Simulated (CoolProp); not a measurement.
Vapour-liquid equilibrium of ammonia (1) + benzene (2) at 44.05 °C; x and y are mole fractions of (1).

The numbers come from the multi-fluid Helmholtz-energy mixture model, Gao 2020 and Thol 2012; pair parameters Bell 2016 in CoolProp.

**Question.** Give the bubble pressure and the first vapour's composition at x = 0.2, 0.5, 0.95. Is there an azeotrope?

**Answer.** x = 0.2: 0.7297 MPa, y = 0.960; x = 0.5: 1.211 MPa, y = 0.977; x = 0.95: 1.647 MPa, y = 0.995. No azeotrope shows between x = 0.05 and 0.95.

Pair parameters are fitted to limited data, so mixtures are less certain than the pure fluids. With so large a gap from Raoult's law the liquid may split in two, which this calculation doesn't test in full.
